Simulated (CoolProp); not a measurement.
Saturation properties of octamethylcyclotetrasiloxane (D4) (Tc = 313.4 °C, pc = 1.347 MPa, ω = 0.598).

Computed with CoolProp (reference Helmholtz-energy equation of state, Thol 2015).

```
T (°C)    p (MPa)  liquid density (kg/m³)  enthalpy of vaporisation (kJ/kg)
------  ---------  ----------------------  --------------------------------
33.35   0.0002449                   941.2                             182.4
50.65   0.0007479                   921.3                             176.1
67.95    0.001972                   901.2                             169.9
85.25    0.004604                   880.8                             163.8
102.55   0.009700                   860.1                             157.8
119.75    0.01869                   838.9                             151.7
137.05    0.03361                   817.1                             145.5
154.35    0.05684                   794.6                             139.1
171.65    0.09122                   771.1                             132.5
188.95     0.1400                   746.4                             125.5
206.25     0.2069                   720.3                             118.1
223.55     0.2960                   692.1                             109.9
240.85     0.4119                   661.1                             100.9
```

It boils at 175.7 °C under 1 atm.
